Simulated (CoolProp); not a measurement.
Nitrous oxide along the isotherm 344.2 K: density (kg/m³) from the reference equation and from simpler models built on Tc = 309.5 K, pc = 7.245 MPa, ω = 0.161; each cubic takes its own stable root.

Values from CoolProp's reference Helmholtz-energy equation of state, Lemmon 2006. It is a short technical equation, of lower accuracy than the large ones.

```
p (MPa)          phase  reference  van der Waals  Soave-Redlich-Kwong
-------  -------------  ---------  -------------  -------------------
0.0573             gas     0.8829         0.8828               0.8829
0.0967             gas      1.492          1.492                1.492
0.163              gas      2.521          2.520                2.521
0.275              gas      4.269          4.267                4.268
0.465              gas      7.267          7.259                7.264
0.784              gas      12.39          12.37                12.38
1.32               gas      21.27          21.21                21.25
2.23               gas      37.22              ?                37.15
3.77               gas      67.21              ?                66.94
6.36               gas      129.9          129.9                    ?
10.7     supercritical      311.0          344.2                292.6
18.1     supercritical      643.8          529.6                563.6
```

What belongs in the gaps?


- 2.23, van der Waals: 37.06
- 3.77, van der Waals: 66.82
- 6.36, Soave-Redlich-Kwong: 128.4
